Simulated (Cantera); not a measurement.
Feed: 1 mol trisilylamine, 2.5 mol NH3, 0.79 mol H2, at 1423.15 K and 1.33 mbar.

Cantera equilibrium calculation (NASA polynomials, part measured and part estimated; ideal gas, pure solids and liquids). Candidate condensed phases: Si, Si3N4; 18 gas species. The feed counts by its element totals alone. Mutual solubility and eutectic melting of coexisting phases are not modelled. Kinetics and transport are ignored.

Base state: H2 0.993, N2 0.00721, H 0.000182 (mole fractions); condensed: Si(s) + Si3N4(s).

Question: What changes in the equilibrium state with this change: temperature from 1423.15 K to 1923.15 K?

Answer: 
```tsv
species	before	after
H2	0.993	0.805
N2	0.00721	0.158
H	0.000182	0.0232
Si	1.15e-6	0.0127
Si2	<1e-9	0.000109
Si3	<1e-9	2.43e-5
Si2N	8.81e-9	8.24e-5
Si(s), mol	0.473	0
Si3N4(s), mol	0.842	0
Si(l), mol	0	2.85
```
The tables' values for SiN are old estimates; treat these amounts as uncertain. Gases not in the tables: Si2H6 and higher silanes.
